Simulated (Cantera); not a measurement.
Charge: 1 mol Hg, 0.19 mol H2, 0.011 mol O2, at 1523.15 K and 0.110 bar.

Equilibrium computed with Cantera from the NASA thermochemical tables; the gas is ideal and each condensed phase is pure. Candidate condensed phases: H2O, Hg, HgO; 10 gas species. The numbers say what is thermodynamically allowed, not how fast it happens.

Base state: Hg 0.840, H2 0.141, H2O 0.0185, H 2.62e-5 (mole fractions); condensed: gas only.

Problem. What changes in the equilibrium state with this change: O2 from 0.011 to 0.021 mol?

Solution. 
```
species   before    after
-------  -------  -------
Hg         0.840    0.840
H2         0.141    0.124
H2O       0.0185   0.0353
H        2.62e-5  2.46e-5
```
